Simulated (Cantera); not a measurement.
An isothermal, constant-pressure homogeneous reactor starts with CH4 : H2 = 1 : 11 (molar parts), at 1950 K and 0.133 bar. Integrator tolerance rtol = 1e-08.

Cantera simulation using GRI-Mech 3.0 (53 species, 325 reactions); the numbers are that mechanism's predictions, not measurements. GRI-Mech 3.0 stops at C3 and has no aromatics, soot or wall deposition, so with more carbon than oxygen in the feed, carbon stays in small species such as C2H2 where larger ones or solid carbon would form.

Problem. What does this change do: CH4 1 to 0.52 parts?

Solution. 
| quantity | before | after |
|---|---|---|
| x(CH4) at 1.00 s | 0.000513 (gas-phase equilibrium 0.000505) | 0.000409 (gas-phase equilibrium 0.000388) |
| x(H2) at 1.00 s | 0.958 (gas-phase equilibrium 0.958) | 0.975 (gas-phase equilibrium 0.975) |
| x(H) at 1.00 s | 0.00310 (gas-phase equilibrium 0.00310) | 0.00312 (gas-phase equilibrium 0.00312) |
| x(C2H) at 1.00 s | 1.93e-6 (gas-phase equilibrium 1.93e-6) | 1.07e-6 (gas-phase equilibrium 1.07e-6) |
| x(C2H2) at 1.00 s | 0.0381 (gas-phase equilibrium 0.0381) | 0.0213 (gas-phase equilibrium 0.0213) |

Problem. What does this change do: pressure from 0.133 bar to 0.00120 bar?

Solution. 
```
quantity                                              before                                    after
-----------------  -----------------------------------------  ---------------------------------------
x(CH4) at 1.00 s   0.000513 (gas-phase equilibrium 0.000505)  0.00642 (gas-phase equilibrium 4.33e-6)
x(H2) at 1.00 s          0.958 (gas-phase equilibrium 0.958)      0.950 (gas-phase equilibrium 0.930)
x(H) at 1.00 s       0.00310 (gas-phase equilibrium 0.00310)   0.00726 (gas-phase equilibrium 0.0321)
x(C2H) at 1.00 s     1.93e-6 (gas-phase equilibrium 1.93e-6)  4.18e-6 (gas-phase equilibrium 2.05e-5)
x(C2H2) at 1.00 s      0.0381 (gas-phase equilibrium 0.0381)    0.0349 (gas-phase equilibrium 0.0378)
```
Radical loss at walls, strong at low pressure, is not modelled.
